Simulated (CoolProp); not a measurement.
R124 at 293.15 K and 0.181 MPa flows at 6.5 m/s in a round tube of 25 mm bore and 15 µm roughness, fully developed (64/Re and Nu = 3.66 if laminar; Colebrook and Gnielinski if turbulent). Each further row changes one setting.

Values from CoolProp's reference Helmholtz-energy equation of state, de Vries 1995.

```json
[
 {"case": "as stated", "Reynolds number": "137000", "Darcy friction factor": "?", "pressure drop (Pa/m)": "181", "heat-transfer coefficient (W/(m² K))": "146", "mass flow (kg/h)": "?"},
 {"case": "velocity 13 m/s", "Reynolds number": "274000", "Darcy friction factor": "0.0189", "pressure drop (Pa/m)": "?", "heat-transfer coefficient (W/(m² K))": "?", "mass flow (kg/h)": "245"},
 {"case": "diameter 50 mm", "Reynolds number": "274000", "Darcy friction factor": "?", "pressure drop (Pa/m)": "?", "heat-transfer coefficient (W/(m² K))": "?", "mass flow (kg/h)": "?"}
]
```

Fill in the missing entries.


- as stated, Darcy friction factor: 0.0200
- as stated, mass flow (kg/h): 123
- velocity 13 m/s, pressure drop (Pa/m): 681
- velocity 13 m/s, heat-transfer coefficient (W/(m² K)): 275
- diameter 50 mm, Darcy friction factor: 0.0171
- diameter 50 mm, pressure drop (Pa/m): 77.3
- diameter 50 mm, heat-transfer coefficient (W/(m² K)): 124
- diameter 50 mm, mass flow (kg/h): 491

Viscosity comes from a separate model (Bell 2016), an estimate that may be off by 10 % or more. Thermal conductivity comes from a separate model (Huber 2003), an estimate that may be off by 10 % or more.
